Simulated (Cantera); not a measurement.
A closed system holds: 1 mol AlN, 0.22 mol H2O, 12 mol H2, held at 0.630 bar.

Cantera equilibrium calculation (NASA polynomials, part measured and part estimated; ideal gas, pure solids and liquids). Candidate condensed phases: Al, AlN, Al2O3, H2O; 35 gas species. Mutual solubility and eutectic melting of coexisting phases are not modelled. Condensed phases not in the tables: aluminium oxynitride. Equilibrium is a limit: real reactors are often held back by kinetics, nucleation or transport.

Problem. At 1900 K, list the 7 most abundant gas species with their mole fractions, and the condensed phases.

Solution. H2 0.993, N2 0.00603, H 0.000996, Al 7.16e-5, Al2O 4.02e-5, AlH 2.00e-5, H2O 1.80e-5. Condensed: AlN(s) + Al2O3(s).
